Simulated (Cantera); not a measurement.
Charge: 1 mol SiF4, 270 mol H2, held at 2250 °C and 133 Pa.

Equilibrium computed with Cantera from the NASA thermochemical tables; the gas is ideal and each condensed phase is pure. Candidate condensed phases: Si; 25 gas species. The tables' values for SiF are old estimates; treat these amounts as uncertain. Kinetics and transport are ignored.

Base state: H 0.520, H2 0.467, HF 0.0108, Si 0.00265, SiF 3.78e-5, F 2.66e-5, SiH 1.69e-5 (mole fractions); condensed: gas only.

What changes in the equilibrium state with this change: SiF4 replaced by SiH4?


```json
[
 {"species": "H", "before": "0.520", "after": "0.524"},
 {"species": "H2", "before": "0.467", "after": "0.474"},
 {"species": "Si", "before": "0.00265", "after": "0.00269"},
 {"species": "HF", "before": "0.0108", "after": "0"},
 {"species": "SiF", "before": "3.78e-5", "after": "0"},
 {"species": "F", "before": "2.66e-5", "after": "0"},
 {"species": "SiH", "before": "1.69e-5", "after": "1.72e-5"}
]
```
